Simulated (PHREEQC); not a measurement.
A solution holds 0.067 mol/kgw HF and 0.034 mol/kgw CuSO4, at 25 °C. Closed to the air; pH follows from the charge balance.

Computed with PHREEQC (ion-association model, wateq4f.dat).

| Item | Value |
|---|---|
| pH | 2.30 |
| ionic strength | 0.0875 mol/kgw |
| total alkalinity | -67.0 meq/kg |

```csv
species,molality,activity,log γ
HF,0.0447,0.0456,0.009
Cu+2,0.0208,0.00866,-0.381
SO4-2,0.0177,0.00690,-0.410
CuSO4,0.0120,0.0122,0.009
F-,0.00781,0.00602,-0.113
H+,0.00607,0.00504,-0.080
H2F2,0.00530,0.00541,0.009
HSO4-,0.00431,0.00338,-0.105
HF2-,0.00136,0.00105,-0.113
CuF+,0.00120,0.000950,-0.103
CuOH+,2.20e-8,1.71e-8,-0.109
```

Precipitation was switched off in this run. Species that the database lacks are ignored. wateq4f.dat counts part of the HF as a dimer, H2F2, which phreeqc.dat doesn't know; its constant is uncertain.
